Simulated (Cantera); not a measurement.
Mixture: CH₄ : O₂ : N₂ = 1 : 1.54 : 4 (molar parts), equivalence ratio 1.3, at 4.05 atm, adiabatic and at constant pressure. Ignition delay is the time to a rise of 400 K.

Detailed kinetics in Cantera: GRI-Mech 3.0 (53 species, 325 reactions).

Question: What does this change do: N2 4 to 8.3 parts?

Answer: 
```
quantity                                                before       after
--------------------------------------------------  ----------  ----------
delay at 1150 K                                        20.3 ms     38.5 ms
delay at 1300 K                                        2.92 ms     5.71 ms
delay at 1450 K                                       0.542 ms     1.05 ms
delay at 1600 K                                       0.127 ms    0.231 ms
delay at 1750 K                                        37.9 µs     64.6 µs
apparent activation energy between 1600 and 1750 K  190 kJ/mol  200 kJ/mol
```

Question: What does this change do: pressure from 4.05 atm to 0.859 atm?

Answer: 
| quantity | before | after |
|---|---|---|
| delay at 1150 K | 20.3 ms | 91.5 ms |
| delay at 1300 K | 2.92 ms | 11.0 ms |
| delay at 1450 K | 0.542 ms | 1.84 ms |
| delay at 1600 K | 0.127 ms | 0.433 ms |
| delay at 1750 K | 37.9 µs | 0.141 ms |
| apparent activation energy between 1600 and 1750 K | 190 kJ/mol | 170 kJ/mol |
